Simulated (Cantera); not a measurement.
Input (Python, Cantera):

```python
import numpy as np
import cantera as ct

gas = ct.Solution("gri30.yaml")
gas.TPX = 425, 100000, {'CH4': 1, 'C2H6': 0.97, 'C3H8': 0.042, 'O2': 3.74, 'N2': 9.72, 'H2O': 2.3}
flame = ct.FreeFlame(gas, width=0.04)
flame.set_refine_criteria(ratio=3, slope=0.08, curve=0.16)
flame.transport_model = "unity-Lewis-number"
flame.solve(loglevel=0, auto=True)
z, T = flame.grid, flame.T
thick = (T[-1] - T[0]) / np.gradient(T, z).max()
show = ['CH4', 'C2H6', 'C3H8', 'CH2', 'CH2O', 'NO2']
print(f"laminar burning velocity  {flame.velocity[0] * 100:.3f} cm/s")
print(f"burnt temperature         {T[-1]:.1f} K")
print(f"thermal thickness         {thick * 1e3:.4f} mm")
print(f"grid points               {len(z)}")
z0 = z[flame.heat_release_rate.argmax()]
print(f"{'z/mm':>9s}{'T/K':>9s}{'u/(m/s)':>9s}" + "".join(f"{s:>11s}" for s in show))
rows = []
for k in (-3, -2, -1.5, -1, -0.5, -0.25, 0, 0.25, 0.5, 1, 2, 4, 8):
    zz = z0 + k * thick
    rows.append([k * thick, np.interp(zz, z, T), np.interp(zz, z, flame.velocity),
                 *(np.interp(zz, z, flame.X[gas.species_index(s)]) for s in show)])
    print(f"{rows[-1][0] * 1e3:9.3f}{rows[-1][1]:9.1f}{rows[-1][2]:9.3f}" + "".join(f"{x:11.3e}" for x in rows[-1][3:]))
```

It prints:

```
laminar burning velocity  32.853 cm/s
burnt temperature         2112.2 K
thermal thickness         0.6567 mm
grid points               143
     z/mm      T/K  u/(m/s)        CH4       C2H6       C3H8        CH2       CH2O        NO2
   -1.970    425.6    0.329  5.625e-02  5.455e-02  2.362e-03  5.269e-24  1.319e-06  8.531e-09
   -1.313    431.4    0.334  5.607e-02  5.431e-02  2.352e-03  2.850e-20  1.299e-05  8.352e-08
   -0.985    451.0    0.349  5.547e-02  5.349e-02  2.318e-03  3.950e-18  5.313e-05  3.352e-07
   -0.657    580.4    0.454  5.142e-02  4.797e-02  2.086e-03  1.801e-14  3.233e-04  1.803e-06
   -0.328   1106.6    0.905  3.366e-02  2.394e-02  1.074e-03  2.258e-08  1.340e-03  2.401e-06
   -0.164   1516.8    1.288  1.903e-02  6.839e-03  2.854e-04  4.208e-06  1.003e-03  2.672e-07
    0.000   1869.3    1.631  5.305e-03  1.962e-04  2.827e-06  5.942e-05  2.722e-04  4.828e-09
    0.164   2017.5    1.773  8.288e-04  1.507e-06  8.278e-10  3.672e-05  6.772e-05  9.153e-10
    0.328   2058.7    1.811  1.844e-04  6.100e-08  2.503e-12  1.093e-05  1.693e-05  6.836e-10
    0.657   2079.7    1.830  2.872e-05  1.174e-09  6.814e-15  1.478e-06  2.195e-06  6.730e-10
    1.313   2091.3    1.839  3.416e-06  1.147e-11  7.338e-18  1.120e-07  1.804e-07  7.070e-10
    2.627   2100.3    1.845  2.843e-07  5.457e-14  5.206e-21  5.041e-09  1.246e-08  7.061e-10
    5.254   2107.2    1.850  1.563e-08  2.293e-16  5.468e-24  1.350e-10  3.686e-09  6.709e-10
```

Detailed kinetics in Cantera: GRI-Mech 3.0 (53 species, 325 reactions). Unity Lewis numbers drop preferential diffusion, which matters most where H2 and H carry the flame. Burning velocities carry a grid error of a few per cent, more on coarse grids.
